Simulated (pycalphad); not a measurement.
# Phase fractions of Ti-0.9911V-0.2879Si (wt.%)

All values are pycalphad results on the COST 507 light-alloy database (1999) (1 atm), not direct measurements. The database dates from 1999; later assessments differ in places, in temperatures and in the compounds included. Not assessed as a whole: an extrapolation from subsystems, which can miss ternary compounds. Amounts are mole fractions of atoms. Diffusion is slow at the low end, where real alloys seldom reach equilibrium.

```json
[
 {"T (K)": "1950", "LIQUID": "1.000", "BCC_A2": "-", "HCP_A3": "-", "SITI3": "-"},
 {"T (K)": "1800", "LIQUID": "-", "BCC_A2": "1.000", "HCP_A3": "-", "SITI3": "-"},
 {"T (K)": "1125", "LIQUID": "-", "BCC_A2": "0.767", "HCP_A3": "0.233", "SITI3": "-"},
 {"T (K)": "975", "LIQUID": "-", "BCC_A2": "-", "HCP_A3": "0.998", "SITI3": "0.002"},
 {"T (K)": "825", "LIQUID": "-", "BCC_A2": "-", "HCP_A3": "0.995", "SITI3": "0.005"},
 {"T (K)": "675", "LIQUID": "-", "BCC_A2": "0.001", "HCP_A3": "0.991", "SITI3": "0.007"},
 {"T (K)": "525", "LIQUID": "-", "BCC_A2": "0.007", "HCP_A3": "0.983", "SITI3": "0.010"}
]
```

Database names, with the compositions (at.%) that they take in these runs: SITI3: Ti 75 Si 25. BCC_A2 is bcc; HCP_A3 is hcp.
